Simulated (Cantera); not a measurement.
Feed: 1 mol B₂O₃, 2.6 mol H₂, held at 2025 K and 13300 Pa.

Cantera equilibrium calculation (NASA polynomials, part measured and part estimated; ideal gas, pure solids and liquids). Candidate condensed phases: B, B₂O₃, B₃O₃H₃, H₂O; 23 gas species. Rates play no part.

Base state: H₂ 0.631, B₂O₃ 0.176, HBO₂ 0.0950, HBO 0.0650, B₂O₂ 0.0176, BO 0.00611, H₂O 0.00558, H 0.00419 (mole fractions); condensed: gas only.

Problem. What changes in the equilibrium state with this change: 0.18 mol NH₃ added?

Solution. 
| species | before | after |
|---|---|---|
| H₂ | 0.631 | 0.638 |
| B₂O₃ | 0.176 | 0.157 |
| HBO₂ | 0.0950 | 0.0892 |
| N₂ | 0 | 0.0226 |
| B₂O₂ | 0.0176 | 0.0160 |
| HBO | 0.0650 | 0.0624 |
| BO₂ | 7.96e-5 | 7.42e-5 |
| BO | 0.00611 | 0.00584 |
| H₂O | 0.00558 | 0.00552 |
Further candidate phases: BN.
